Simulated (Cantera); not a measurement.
Charge: 1 mol PH₃, 1 mol H₂, 0.57 mol O₂, equilibrated at 1.00 bar.

Equilibrium computed with Cantera from the NASA thermochemical tables; the gas is ideal and each condensed phase is pure. Candidate condensed phases: H₂O, P, P₄O₁₀; 17 gas species. Gases not in the tables: HPO₂, HPO₃ and P₄O₆. The numbers say what is thermodynamically allowed, not how fast it happens.

x: gas mole fraction; nothing condenses.

```tsv
T (K)	x H₂	x H₂O	x P₂	x P₄	x PO	x PO₂
1350	0.545	0.328	0.0726	0.0438	0.00110	0.00245
1400	0.517	0.345	0.0920	0.0348	0.00219	0.00487
1450	0.498	0.353	0.110	0.0257	0.00395	0.00844
1500	0.491	0.349	0.123	…	…	…
1550	0.494	0.338	0.131	0.0114	0.00925	0.0159
1600	0.501	0.325	0.135	…	…	…
1650	0.508	0.312	0.136	0.00434	0.0170	0.0225
1700	0.517	0.299	0.134	0.00266	0.0220	0.0255
1750	0.525	0.286	0.131	0.00163	0.0277	0.0283
1800	0.534	0.273	0.127	0.00101	0.0340	0.0307
1850	0.543	0.260	0.122	0.000636	0.0410	0.0327
```

Question: Complete the blanks.

Answer: 
- 1500, x P₄: 0.0176
- 1500, x PO: 0.00633
- 1500, x PO₂: 0.0123
- 1600, x P₄: 0.00708
- 1600, x PO: 0.0128
- 1600, x PO₂: 0.0193
